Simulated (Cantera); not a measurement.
Charge: 1 mol Si, 2.7 mol F2, 12 mol H2, at 1200 °C and 0.0133 bar.

Equilibrium computed with Cantera from the NASA thermochemical tables; the gas is ideal and each condensed phase is pure. Candidate condensed phases: Si; 25 gas species. The tables' values for SiF3, SiF2 are old estimates; treat these amounts as uncertain. The numbers say what is thermodynamically allowed, not how fast it happens.

Base state: H2 0.823, HF 0.104, SiF4 0.0715, SiF3 0.00121, SiHF3 0.000229, H 9.94e-5, SiF2 1.23e-5 (mole fractions); condensed: gas only.

Problem. What changes in the equilibrium state with this change: 0.36 mol NH3 added?

Solution. 
```tsv
species	before	after
H2	0.823	0.820
HF	0.104	0.0985
SiF4	0.0715	0.0679
N2	0	0.0125
SiF2	1.23e-5	1.29e-5
SiHF3	0.000229	0.000227
SiF3	0.00121	0.00121
H	9.94e-5	9.92e-5
```
Further candidate phases: Si3N4.
